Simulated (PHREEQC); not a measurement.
A solution holds 0.055 mol HF, 0.11 mol H2SiF6 and 0.04 mol HBF4 per kg of water, at 20 °C. Closed to the air; pH follows from the charge balance.

Computed with PHREEQC (ion-association model, phreeqc.dat).

```csv
quantity,before,after
pH,0.69,0.98
F- (mol/kgw),0.000327,0.000281
HF2- (mol/kgw),6.45e-5,2.83e-5
SI of Quartz (SiO2),-3.13,-1.99
```

### Question
Which change was made?
A) diluted 5-fold with water
B) diluted 2-fold with water
C) HBF4 from 0.04 to 0.044 mol/kgw

### Answer
B, diluted 2-fold with water

This is a speciation only: nothing precipitates in the calculation. SiF6-2 is the database's only silicon fluoride. Real BF4- forms and hydrolyses slowly; the run takes it at equilibrium.
